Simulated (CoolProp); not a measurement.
Vapour-liquid equilibrium of R143a (1) + fluoroethane (R161) (2) at 0.0571 MPa; x and y are mole fractions of (1).

The numbers come from the multi-fluid Helmholtz-energy mixture model, Lemmon and Jacobsen 2000 and Wu 2012; pair parameters Bell 2016 in CoolProp.

Question: Give the bubble temperature and the first vapour's composition at x = 0.275, 0.425, 0.5. Is there an azeotrope?

Answer: x = 0.275: -52.7 °C, y = 0.385; x = 0.425: -54.2 °C, y = 0.544; x = 0.5: -54.9 °C, y = 0.615. No azeotrope shows between x = 0.05 and 0.95.

The pair parameters rest on a limited set of measurements; away from them the model extrapolates.
